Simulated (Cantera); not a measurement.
Input (Python, Cantera):

```python
import numpy as np
import cantera as ct

gas = ct.Solution("gri30.yaml")
gas.TPX = 425, 43000, {'H2': 1, 'O2': 0.294, 'N2': 3.24}
inlet = ct.Reservoir(gas, clone=True)
gas.equilibrate("HP")  # start burning
reactor = ct.IdealGasConstPressureReactor(gas, energy="on", clone=False)
exhaust = ct.Reservoir(gas, clone=True)
tau = [0.45, 0.17, 0.066, 0.025, 0.0095, 0.0036, 0.0014, 0.00053, 0.0002, 7.7e-05, 2.9e-05, 1.1e-05][0]
for a, b in ((inlet, reactor), (reactor, exhaust)):
    ct.MassFlowController(a, b, mdot=lambda t: reactor.mass / tau)
net = ct.ReactorNet([reactor])
show = ['H2', 'O2', 'NO', 'O', 'HO2']

rows = []
print(f"{'tau/s':>10s}{'T/K':>9s}" + "".join(f"{s:>11s}" for s in show))
for tau in [0.45, 0.17, 0.066, 0.025, 0.0095, 0.0036, 0.0014, 0.00053, 0.0002, 7.7e-05, 2.9e-05, 1.1e-05]:
    net.initial_time = 0.0
    net.advance(30 * tau)
    before = gas.X
    net.advance(40 * tau)
    drift = np.max(np.abs(gas.X - before) / (gas.X + 1e-9))
    rows.append([gas.T, *gas[show].X, drift])
    print(f"{tau:10.3e}{gas.T:9.1f}" + "".join(f"{x:11.3e}" for x in gas[show].X))
```

Result:

```
     tau/s      T/K         H2         O2         NO          O        HO2
 4.500e-01   1427.8  9.602e-02  3.681e-05  4.337e-07  1.833e-06  1.222e-08
 1.700e-01   1418.5  9.534e-02  6.348e-05  6.674e-07  4.684e-06  2.143e-08
 6.600e-02   1404.3  9.433e-02  1.110e-04  9.787e-07  1.144e-05  3.824e-08
 2.500e-02   1381.9  9.281e-02  2.051e-04  1.376e-06  2.780e-05  7.285e-08
 9.500e-03   1348.4  9.071e-02  4.006e-04  1.795e-06  6.490e-05  1.490e-07
 3.600e-03   1299.7  8.822e-02  8.489e-04  2.127e-06  1.459e-04  3.386e-07
 1.400e-03   1234.5  8.668e-02  1.977e-03  2.229e-06  3.135e-04  8.691e-07
 5.300e-04   1142.8  9.190e-02  5.828e-03  1.825e-06  6.608e-04  2.917e-06
 2.000e-04    425.0  2.206e-01  6.484e-02 -2.265e-21 -1.973e-22 -1.916e-18
 7.700e-05    425.0  2.206e-01  6.484e-02 -2.569e-24 -1.928e-25 -2.173e-21
 2.900e-05    425.0  2.206e-01  6.484e-02 -1.623e-25 -1.193e-26 -1.373e-22
 1.100e-05    425.0  2.206e-01  6.484e-02 -1.025e-26 -7.476e-28 -8.666e-24
```

Cantera simulation using GRI-Mech 3.0 (53 species, 325 reactions); the numbers are that mechanism's predictions, not measurements.
